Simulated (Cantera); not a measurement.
An adiabatic, constant-volume homogeneous reactor starts with CH4 : O2 : N2 = 1 : 2 : 7.52 (molar parts), at 1550 K and 5.00 bar. Integrator tolerance rtol = 1e-08.

Cantera simulation using GRI-Mech 3.0 (53 species, 325 reactions); the numbers are that mechanism's predictions, not measurements. Above 3000 K some thermodynamic fits are extrapolated.

Q: What does this change do: initial temperature 1550 to 950 K?

A: 
```
quantity                                                          before                                    after
---------------------------------  -------------------------------------  ---------------------------------------
time of steepest temperature rise                               0.196 ms                              not reached
temperature at 0.200 s                                            3059 K                                    951 K
equilibrium temperature                                           3059 K                                   2860 K
x(CH4) at 0.200 s                  <1e-12 (gas-phase equilibrium <1e-12)    0.0949 (gas-phase equilibrium <1e-12)
x(O2) at 0.200 s                   0.0181 (gas-phase equilibrium 0.0181)     0.190 (gas-phase equilibrium 0.0119)
x(NO) at 0.200 s                   0.0140 (gas-phase equilibrium 0.0140)   <1e-12 (gas-phase equilibrium 0.00896)
x(CO2) at 0.200 s                  0.0464 (gas-phase equilibrium 0.0464)   9.26e-9 (gas-phase equilibrium 0.0637)
x(C2H2) at 0.200 s                 <1e-12 (gas-phase equilibrium <1e-12)  1.15e-11 (gas-phase equilibrium <1e-12)
```
Below about 1000 K GRI-Mech 3.0 lacks low-temperature oxidation paths.
